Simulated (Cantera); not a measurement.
Input (Python, Cantera) and output of one run.

```python
import numpy as np
import cantera as ct

gas_names = [...]  # 148 gases of nasa_gas.yaml made of Al, C, H, N, O
cond_names = """
    AL(cr) AL(L) ALN(s) AL2O3(a) AL2O3(L) C(gr) C6H6(L) C7H8(L) C8H18(L),n-octa H2O(s) H2O(L)
""".split()


# ... load() reads the species with a 1 bar reference pressure and builds the phases ...
atoms = {
    'Al(CH3)3': {'AL': 1, 'C': 3, 'H': 9},
    'N2O': {'N': 2, 'O': 1},
    'N2': {'N': 2},
}
top_T = {'ALN(s)': 2750, 'C(gr)': 4500}  # K; cautious upper limits of use, not melting points


# ... equilibrate(T, P, feed) seeds the gas with the atoms and calls Mixture.equilibrate('TP', solver="vcs", rtol=1e-11, max_steps=5000) ...
results = []
feed = {'Al(CH3)3': 1, 'N2O': 0.71, 'N2': 560}  # mol
P = 1000  # Pa
for T in [1098, 1173, 1248, 1323, 1398, 1473, 1548, 1623, 1698, 1773, 1848, 1923, 1998, 2073]:
    mix = equilibrate(T, P, feed)
    results.append((T, P, feed, dict(zip(mix.species_names, mix.species_moles))))

top = {s: max(r[3][s] / sum(r[3][g] for g in gas_names) for r in results) for s in gas_names}
cols = sorted((s for s in top if top[s] > 0.0001), key=lambda s: -top[s])[:6]
seen = [c for c in cond_names if any(r[3].get(c, 0) > 1e-12 for r in results)]
print("log10 of partial pressures in bar; condensed amounts in mol")
print(f"{'T/K':>10s}" + "".join(f"{s[:9]:>10s}" for s in cols + seen))
for T, P, feed, n in results:
    ng = sum(n[g] for g in gas_names)
    print(f"{T:10.4g}" + "".join(f"{np.log10(max(n[s] / ng * P / 1e5, 1e-99)):10.3f}" for s in cols)
          + "".join(f"{n.get(c, 0):10.4g}" for c in seen))
```

It prints:

```
log10 of partial pressures in bar; condensed amounts in mol
       T/K        N2        H2         H        AL       HCN        CO    ALN(s)  AL2O3(a)     C(gr)
      1098    -2.004    -4.099    -9.656   -17.362    -7.716    -5.448    0.6609    0.1696     2.798
      1173    -2.004    -4.099    -8.978   -15.411    -7.312    -4.901         1         0     2.287
      1248    -2.004    -4.099    -8.380   -13.697    -6.957    -4.901         1         0     2.284
      1323    -2.004    -4.100    -7.850   -12.180    -6.643    -4.901         1         0     2.277
      1398    -2.004    -4.100    -7.375   -10.827    -6.364    -4.901         1         0     2.265
      1473    -2.004    -4.102    -6.949    -9.613    -6.113    -4.901         1         0     2.246
      1548    -2.004    -4.104    -6.563    -8.519    -5.887    -4.901    0.9998         0     2.215
      1623    -2.004    -4.107    -6.214    -7.528    -5.683    -4.901    0.9983         0      2.17
      1698    -2.004    -4.112    -5.896    -6.625    -5.499    -4.901    0.9865         0     2.105
      1773    -2.004    -4.120    -5.606    -5.800    -5.332    -4.901    0.9099         0     2.016
      1848    -2.005    -4.132    -5.342    -5.043    -5.181    -4.902    0.4847         0     1.898
      1923    -2.005    -4.151    -5.101    -4.755    -5.046    -4.902         0         0      1.75
      1998    -2.005    -4.177    -4.883    -4.755    -4.926    -4.903         0         0     1.569
      2073    -2.006    -4.215    -4.688    -4.755    -4.821    -4.903         0         0     1.358
```

Equilibrium computed with Cantera from the NASA thermochemical tables; the gas is ideal and each condensed phase is pure. The feed counts by its element totals alone. Mutual solubility and eutectic melting of coexisting phases are not modelled. Condensed phases not in the tables: aluminium oxynitride.
